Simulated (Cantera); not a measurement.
A perfectly stirred reactor is fed with H₂ : O₂ : N₂ = 1.4 : 1 : 8.9 (molar parts), at 82.5 Torr; it is held at 1223 K, and followed from long to short residence time.

Cantera simulation using GRI-Mech 3.0 (53 species, 325 reactions); the numbers are that mechanism's predictions, not measurements. The temperature is held fixed by assumption; the heat of reaction is taken as removed at once.

| quantity | before | after |
|---|---|---|
| x(H₂) at τ = 0.630 s | 0.000768 | 8.55e-5 |
| x(O₂) at τ = 0.630 s | 0.0285 | 0.0877 |
| x(O) at τ = 0.630 s | 0.000263 | 0.000244 |
| x(H₂O) at τ = 0.630 s | 0.131 | 0.0237 |
| x(NO) at τ = 0.630 s | 7.59e-7 | 1.86e-7 |
| x(H₂) at τ = 17.0 ms | 0.00641 | 0.000748 |
| x(O₂) at τ = 17.0 ms | 0.0315 | 0.0870 |
| x(O) at τ = 17.0 ms | 0.00253 | 0.00219 |
| x(H₂O) at τ = 17.0 ms | 0.119 | 0.0222 |
| x(NO) at τ = 17.0 ms | 4.65e-6 | 6.06e-7 |

### Question
Name the change that produced these shifts.
(A) O2 1 to 0.64 parts
(B) pressure from 82.5 Torr to 100.0 Torr
(C) H2 1.4 to 0.24 parts
(D) pressure from 82.5 Torr to 750 Torr

### Answer
C, H2 1.4 to 0.24 parts
